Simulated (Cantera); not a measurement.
Charge: 1 mol B, 0.069 mol O2, 0.38 mol H2, equilibrated at 16.0 mbar.

Cantera equilibrium calculation (NASA polynomials, part measured and part estimated; ideal gas, pure solids and liquids). Candidate condensed phases: B, B2O3, B3O3H3, H2O; 23 gas species. Mutual solubility and eutectic melting of coexisting phases are not modelled. The numbers say what is thermodynamically allowed, not how fast it happens.

Question: What share of the B ends up in condensed phases as a function of T (K), at 1525, 1575, 1625, 1675, 1725, 1775, 1825, 1875, 1925, 1975, 2025?

Answer: 
```json
[
 {"T (K)": "1525", "B condensed (%)": "97.5", "as": "B(s) + B2O3(l)"},
 {"T (K)": "1575", "B condensed (%)": "95.1", "as": "B(s) + B2O3(l)"},
 {"T (K)": "1625", "B condensed (%)": "90.1", "as": "B(s) + B2O3(l)"},
 {"T (K)": "1675", "B condensed (%)": "87.1", "as": "B(s)"},
 {"T (K)": "1725", "B condensed (%)": "86.9", "as": "B(s)"},
 {"T (K)": "1775", "B condensed (%)": "86.7", "as": "B(s)"},
 {"T (K)": "1825", "B condensed (%)": "86.6", "as": "B(s)"},
 {"T (K)": "1875", "B condensed (%)": "86.5", "as": "B(s)"},
 {"T (K)": "1925", "B condensed (%)": "86.4", "as": "B(s)"},
 {"T (K)": "1975", "B condensed (%)": "86.3", "as": "B(s)"},
 {"T (K)": "2025", "B condensed (%)": "86.3", "as": "B(s)"}
]
```
